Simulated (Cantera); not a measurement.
Mixture: H₂ : O₂ : N₂ = 1 : 0.505 : 1.9 (molar parts), equivalence ratio 0.99, at 101000 Pa, adiabatic and at constant pressure. Ignition delay is the time to a rise of 400 K.

Model: GRI-Mech 3.0 (53 species, 325 reactions), integrated in Cantera. Where the delays flatten at high temperature, the 400 K rule measures the pace of heat release, not the induction time.

### Question
What does this change do: 0.12 parts NO added?

### Answer
| quantity | before | after |
|---|---|---|
| delay at 1175 K | 53.6 µs | 50.3 µs |
| delay at 1250 K | 36.7 µs | 35.5 µs |
| delay at 1325 K | 27.5 µs | 26.8 µs |
| delay at 1400 K | 22.0 µs | 21.4 µs |
| delay at 1475 K | 18.8 µs | 18.2 µs |
| delay at 1550 K | 17.0 µs | 16.3 µs |
| delay at 1625 K | 16.0 µs | 15.2 µs |
The mechanism lacks 2 NO + O2 → 2 NO2 and HONO, so NO2 and the effect of NO are under-described below about 1400 K.

### Question
What does this change do: constant volume in place of constant pressure?

### Answer
```tsv
quantity	before	after
delay at 1175 K	53.6 µs	51.0 µs
delay at 1250 K	36.7 µs	34.4 µs
delay at 1325 K	27.5 µs	25.1 µs
delay at 1400 K	22.0 µs	19.6 µs
delay at 1475 K	18.8 µs	16.1 µs
delay at 1550 K	17.0 µs	13.9 µs
delay at 1625 K	16.0 µs	12.6 µs
```
